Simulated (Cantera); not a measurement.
An adiabatic, constant-volume homogeneous reactor starts with H2 : O2 : N2 : H2O = 1 : 0.847 : 3.19 : 0.25 (molar parts), equivalence ratio 0.59, at 1173 K and 160000 Pa.

Cantera simulation using the H2/O2 subset of GRI-Mech 3.0, which has no nitrogen chemistry; the numbers are that mechanism's predictions, not measurements.

x: mole fraction; the columns are a selection and need not sum to one.

| t (s) | T (K) | P (bar) | x H2 | x O2 | x H2O | x OH | x H | x HO2 | x O |
|---|---|---|---|---|---|---|---|---|---|
| 7.00e-6 | 1173 | 1.60 | 0.189 | 0.160 | 0.0473 | 4.38e-9 | 4.11e-8 | 4.01e-8 | (withheld) |
| 2.24e-5 | 1173 | 1.60 | 0.189 | 0.160 | 0.0473 | 1.01e-6 | 9.18e-6 | 7.42e-6 | (withheld) |
| 7.16e-5 | 2595 | 3.24 | 0.00643 | 0.0683 | 0.241 | 0.0194 | 0.00226 | 1.69e-5 | (withheld) |
| 0.000229 | 2620 | 3.27 | 0.00536 | 0.0684 | 0.243 | 0.0182 | 0.00170 | 1.74e-5 | 0.00371 |
| 0.000732 | 2620 | 3.27 | 0.00536 | 0.0684 | 0.243 | 0.0182 | 0.00170 | 1.74e-5 | 0.00371 |
| 0.00234 | 2620 | 3.27 | 0.00536 | 0.0684 | 0.243 | 0.0182 | 0.00170 | 1.74e-5 | 0.00371 |
| 0.00748 | 2620 | 3.27 | 0.00536 | 0.0684 | 0.243 | 0.0182 | 0.00170 | 1.74e-5 | 0.00371 |
| 0.0239 | 2620 | 3.27 | 0.00536 | 0.0684 | 0.243 | 0.0182 | 0.00170 | 1.74e-5 | 0.00371 |
| 0.0765 | 2620 | 3.27 | 0.00536 | 0.0684 | 0.243 | 0.0182 | 0.00170 | 1.74e-5 | 0.00371 |
| 0.245 | 2620 | 3.27 | 0.00536 | 0.0684 | 0.243 | 0.0182 | 0.00170 | 1.74e-5 | 0.00371 |
| 0.782 | 2620 | 3.27 | 0.00536 | 0.0684 | 0.243 | 0.0182 | 0.00170 | 1.74e-5 | 0.00371 |
| 2.50 | 2620 | 3.27 | 0.00536 | 0.0684 | 0.243 | 0.0182 | 0.00170 | 1.74e-5 | 0.00371 |
| 8.00 | 2620 | 3.27 | 0.00536 | 0.0684 | 0.243 | 0.0182 | 0.00170 | 1.74e-5 | 0.00371 |

Task: Some entries are withheld; supply them.

Result: 
- 7.00e-6, x O: 8.44e-9
- 2.24e-5, x O: 1.92e-6
- 7.16e-5, x O: 0.00444
